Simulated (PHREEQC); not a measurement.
Polishing slurry liquid

A solution holds 0.12 mol/kgw H2SO4, 0.016 mol/kgw Fe(NO3)3 and 0.00011 mol/kgw CuSO4, at 25 °C. Closed to the air; pH follows from the charge balance.

The numbers come from PHREEQC with the ion-association model, phreeqc.dat.

No solid was allowed to form.

**Question.** What pH, density, ionic strength does the model give?

**Answer.** pH 0.93; density 1.007 g/cm³; ionic strength 0.199 mol/kgw.

**Question.** In which forms is Cu present?

**Answer.** Cu+2 74 %, CuSO4 26 % of the Cu.

Saturation is exceeded, for instance for Hematite (slow to form); the values hold only as long as no solid forms.
